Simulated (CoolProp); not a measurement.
A closed Brayton cycle with dry air: compressor inlet 312.15 K and 4.1 MPa, high pressure 14.3 MPa, turbine inlet 735 K, compressor efficiency 0.8, turbine efficiency 0.85, recuperator effectiveness 0.8 (on enthalpy, no pinch check). Each further row changes one setting.

The numbers come from the reference Helmholtz-energy equation of state, Lemmon 2000 in CoolProp. It is a pseudo-pure fit of the blend.

```json
[
 {"case": "as stated", "thermal efficiency (%)": "11.1", "net work (kJ/kg)": "23.9", "compressor to turbine work": "0.88", "compressor exit (K)": "480.1", "turbine exit (K)": "555.0"},
 {"case": "turbine inlet 685 K", "thermal efficiency (%)": "5.3", "net work (kJ/kg)": "10.3", "compressor to turbine work": "0.94", "compressor exit (K)": "480.1", "turbine exit (K)": "515.6"},
 {"case": "compressor inlet 322.15 K", "thermal efficiency (%)": "8.6", "net work (kJ/kg)": "18.1", "compressor to turbine work": "0.91", "compressor exit (K)": "495.1", "turbine exit (K)": "555.0"},
 {"case": "high pressure 12.2 MPa", "thermal efficiency (%)": "13.9", "net work (kJ/kg)": "28.2", "compressor to turbine work": "0.84", "compressor exit (K)": "455.3", "turbine exit (K)": "575.1"},
 {"case": "recuperator effectiveness 0.5", "thermal efficiency (%)": "10.0", "net work (kJ/kg)": "23.9", "compressor to turbine work": "0.88", "compressor exit (K)": "480.1", "turbine exit (K)": "555.0"}
]
```
